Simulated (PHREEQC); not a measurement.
# Copper plating or etch bath: an equilibrium model

Make-up at 25 °C: 1.9 mmol/kgw Cu(BF4)2, 0.05 mmol/kgw H2SO4 and 0.59 mmol/kgw FeCl3. Closed to the air; pH follows from the charge balance.

The numbers come from PHREEQC with the ion-association model, wateq4f.dat.

Each row changes one thing in this solution. Precipitation was switched off in this run.

| case | pH | ionic strength (mol/kgw) | HF (mol/kgw) | BF4- (mol/kgw) | F- (mol/kgw) | H3BO3 (mol/kgw) | SI of CuF2:2H2O (CuF2:2H2O) | SI of Chalcanthite (CuSO4:5H2O) |
|---|---|---|---|---|---|---|---|---|
| as made | 2.81 | 0.00757 | 0.00279 | 0.00209 | 0.00131 | 0.00130 | -4.18 | -4.82 |
| Cu(BF4)2 from 0.0019 to 0.00095 mol/kgw | 2.84 | 0.00466 | 0.00210 | 0.000609 | 0.00104 | 0.00111 | -4.64 | -5.03 |
| FeCl3 left out | … | 0.00671 | 0.00270 | 0.00229 | 0.00196 | 0.00104 | -3.82 | -4.79 |
| Cu(BF4)2 from 0.0019 to 0.00285 mol/kgw | 2.79 | … | 0.00318 | 0.00371 | 0.00145 | 0.00138 | -3.95 | -4.71 |
| 0.0018 mol/kgw KCl added | 2.81 | 0.00937 | 0.00278 | 0.00209 | 0.00132 | 0.00130 | -4.20 | -4.84 |
| diluted 10-fold with water | 3.28 | 0.00115 | 0.000579 | 3.09e-6 | 0.000758 | 0.000370 | -5.52 | -6.55 |
| H2SO4 from 5e-05 to 0.0001 mol/kgw | 2.79 | 0.00765 | 0.00281 | 0.00210 | 0.00128 | 0.00130 | -4.21 | -4.52 |
| FeCl3 from 0.00059 to 0.000885 mol/kgw | 2.72 | 0.00810 | 0.00281 | 0.00198 | 0.00109 | 0.00144 | -4.35 | -4.83 |

What belongs in the gaps?


- FeCl3 left out, pH: 3.00
- Cu(BF4)2 from 0.0019 to 0.00285 mol/kgw, ionic strength (mol/kgw): 0.0104

Complexes and solids missing from the database can't appear. Some of these states are supersaturated (in Hematite (slow to form), Goethite (slow to form), for instance). Real BF4- forms and hydrolyses slowly; the run takes it at equilibrium. Fluoro complexes past AlF4- and FeF3 are missing from the database.
